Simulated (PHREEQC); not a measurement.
Dissolve 0.033 mol/kgw NaBF4 and 0.0016 mol/kgw TMAH at 61 °C. Closed to the air; pH follows from the charge balance.

Equilibrium calculation in PHREEQC: ion-association model, wateq4f.dat.

This is a speciation only: nothing precipitates in the calculation.

Task: Estimate the pH.

Result: pH 3.10.

Task: In which forms is F present?

Result: BF4- 82 %, HF 6.4 %, BF3OH- 5.6 %, F- 3.3 %, BF2(OH)2- 2.1 % of the F.

Complexes and solids missing from the database can't appear. (CH3)4N+ isn't in the database: it is added as a free cation with an ion size of 4 Å. At this temperature some constants are extrapolated from 25 °C, and those without enthalpy data are left unchanged. Real BF4- forms and hydrolyses slowly; the run takes it at equilibrium.
